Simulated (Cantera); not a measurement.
## Premixed flame

A freely propagating, adiabatic, planar premixed flame of 8.10 % CH4, 0.648 % C2H6, 13.2 % O2, 55.4 % N2, 22.7 % CO2, equivalence ratio 1.4, unburnt at 323 K and 90.0 Torr; mixture-averaged transport, grid criteria slope 0.08 and curve 0.16, no radiation.

Computed with Cantera and GRI-Mech 3.0 (53 species, 325 reactions). Burning velocities carry a grid error of a few per cent, more on coarse grids.

```
z (mm)  T (K)  u (m/s)    x CH4    x C2H6      x O2    x HCN    x C2H4    x CH2O
------  -----  -------  -------  --------  --------  -------  --------  --------
-67.7     324   0.0373   0.0806   0.00646     0.132    <1e-8   5.76e-7   2.14e-7
-45.1     335   0.0386   0.0793   0.00642     0.130    <1e-8   8.76e-6   3.43e-6
-33.8     371   0.0430   0.0761   0.00632     0.126  3.38e-8   4.92e-5   2.00e-5
-22.6     504   0.0590   0.0660   0.00579     0.113  1.91e-7  0.000267  0.000111
-11.3     864    0.103   0.0400   0.00350    0.0733  8.42e-7   0.00115  0.000457
-5.64    1134    0.136   0.0205   0.00149    0.0415  1.48e-6   0.00159  0.000426
0        1379    0.167  0.00345  0.000109    0.0107  2.42e-6  0.000480   9.96e-5
5.64     1444    0.175  9.11e-5   1.43e-7  0.000933  2.59e-6   3.92e-6   5.27e-6
11.3     1450    0.176  2.34e-6     <1e-8   9.83e-5  1.95e-6   2.20e-8   1.88e-7
22.6     1454    0.176  3.18e-8     <1e-8   2.68e-5  1.15e-6     <1e-8     <1e-8
45.1     1458    0.177    <1e-8     <1e-8   1.32e-5  5.42e-7     <1e-8     <1e-8
90.2     1462    0.177    <1e-8     <1e-8   4.67e-6  2.29e-7     <1e-8     <1e-8
180      1464    0.177    <1e-8     <1e-8   1.53e-6  1.04e-7     <1e-8     <1e-8
```
x: mole fraction of selected species; z is measured from the peak of heat release.

* **laminar burning velocity**: 3.71 cm/s
* **thermal thickness**: 22.6 mm
* **peak x(HCN)**: 2.76e-6
* **peak x(C2H4)**: 0.00159
* **peak x(CH2O)**: 0.000516
* **grid points**: 114
